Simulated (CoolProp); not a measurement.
Vapour-liquid equilibrium of fluoroethane (R161) (1) + R134a (2) at 0.00231 MPa; x and y are mole fractions of (1).

Computed with CoolProp (multi-fluid Helmholtz-energy mixture model, Wu 2012 and Tillner-Roth 1994; pair parameters Bell 2016).

| x | bubble temperature, mixture model (K) | bubble temperature, Raoult's law (K) | y, mixture model | y, Raoult's law |
|---|---|---|---|---|
| 0.05 | 187.1 | 186.9 | 0.103 | 0.117 |
| 0.2 | 185.2 | 184.7 | 0.367 | 0.392 |
| 0.35 | 183.3 | 182.7 | 0.570 | 0.587 |
| 0.5 | 181.6 | 181.1 | 0.725 | 0.729 |
| 0.65 | 180.0 | 179.6 | 0.841 | 0.836 |
| 0.8 | 178.5 | 178.3 | 0.925 | 0.917 |
| 0.95 | 177.2 | 177.1 | 0.984 | 0.982 |

The largest gap from Raoult's law is +0.6 K in bubble temperature, at x = 0.35. No azeotrope shows between x = 0.05 and 0.95.

Pair parameters are fitted to limited data, so mixtures are less certain than the pure fluids.
